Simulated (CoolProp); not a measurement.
100 sccm (0 °C, 1 atm) of nitrogen bubbles through liquid water at 320.6 K and leaves saturated at a total pressure of 0.0708 MPa (ideal gas phase). Each further row changes one setting.

Values from CoolProp's reference Helmholtz-energy equation of state, Wagner 2002.

| case | vapour pressure (kPa) | mole fraction of vapour | delivery (mg/min) | delivery (sccm) | change of delivery for a bath 1 K warmer (%) |
|---|---|---|---|---|---|
| as stated | 10.9 | 0.154 | 14.6 | 18.1 | 6.2 |
| bath temperature 325.6 K | 13.9 | 0.197 | 19.7 | 24.5 | 6.3 |
| total pressure 0.142 MPa | 10.9 | 0.0766 | 6.66 | 8.29 | 5.6 |
